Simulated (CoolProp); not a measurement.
Vapour-liquid equilibrium of cyclohexane (1) + toluene (2) at 9.02 bar; x and y are mole fractions of (1).

The numbers come from the multi-fluid Helmholtz-energy mixture model, Zhou 2014 and Lemmon 2006; pair parameters Bell 2016 in CoolProp.

```csv
x,bubble temperature (°C),y at the bubble point,dew temperature at overall composition x (°C),liquid density (mol/L)
0.05,207.7,0.086,209.0,7.197
0.125,203.7,0.202,206.4,7.214
0.2,200.1,0.304,203.8,7.227
0.275,196.8,0.396,201.1,7.236
0.35,193.7,0.478,198.4,7.243
0.425,191.0,0.552,195.7,7.247
0.5,188.5,0.620,192.9,7.249
0.575,186.2,0.684,(withheld),7.251
0.65,184.1,(withheld),187.4,7.252
0.725,182.1,0.800,(withheld),7.252
0.8,180.3,0.855,182.1,7.253
0.875,178.6,0.910,(withheld),7.255
0.95,177.0,0.964,177.4,7.258
```

### Question
Some entries are withheld; supply them.

### Answer

- 0.575, dew temperature at overall composition x (°C): 190.2
- 0.65, y at the bubble point: 0.743
- 0.725, dew temperature at overall composition x (°C): 184.7
- 0.875, dew temperature at overall composition x (°C): 179.7

No azeotrope shows between x = 0.05 and 0.95.

The pair parameters rest on a limited set of measurements; away from them the model extrapolates.
